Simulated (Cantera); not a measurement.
**Premixed flame**

A freely propagating, adiabatic, planar premixed flame of 54.1 % H2, 9.68 % O2, 36.3 % N2, equivalence ratio 2.8, unburnt at 400 K and 5.00 bar; mixture-averaged transport, grid criteria slope 0.08 and curve 0.16, no radiation.

Model: the H2/O2 subset of GRI-Mech 3.0, which has no nitrogen chemistry, integrated in Cantera. The hydrogen kinetics of GRI-Mech 3.0 are dated; newer H2 mechanisms differ, most at raised pressure. Burning velocities carry a grid error of a few per cent, more on coarse grids.

```
z (mm)   T (K)  u (m/s)   x H2      x O2    x H2O       x O     x HO2      x H
-------  -----  -------  -----  --------  -------  --------  --------  -------
-0.170     400     3.44  0.541    0.0968    <1e-8     <1e-8     <1e-8    <1e-8
-0.113     400     3.44  0.540    0.0968  2.76e-7     <1e-8   1.49e-8    <1e-8
-0.0851    401     3.45  0.540    0.0968  3.29e-6     <1e-8   2.05e-7    <1e-8
-0.0567    406     3.49  0.539    0.0971  5.51e-5   6.35e-8   4.23e-6    <1e-8
-0.0284    525     4.38  0.521    0.0982  0.00524   7.32e-6  0.000552  3.32e-5
-0.0142    839     6.78  0.487    0.0879   0.0358  0.000115  0.000687  0.00211
0         1194     9.46  0.442    0.0633   0.0903  0.000483  0.000306   0.0108
0.0142    1440     11.4  0.401    0.0343    0.146  0.000703  0.000143   0.0222
0.0284    1576     12.4  0.377    0.0150    0.182  0.000481   5.94e-5   0.0288
0.0567    1688     13.3  0.364   0.00247    0.206  0.000132   9.24e-6   0.0293
0.113     1766     13.8  0.366  0.000142    0.212   4.05e-5   5.15e-7   0.0223
0.227     1826     14.2  0.372   6.38e-6    0.213   1.72e-5   3.49e-8   0.0144
0.454     1867     14.5  0.376   1.77e-6    0.214   6.36e-6   1.20e-8  0.00848
```
x: mole fraction of selected species; z is measured from the peak of heat release.

```yaml
laminar_burning_velocity: 344 cm/s
thermal_thickness: 0.0567 mm
peak x(O): 0.000706
peak x(HO2): 0.000900
peak x(H): 0.0303
grid_points: 109
```
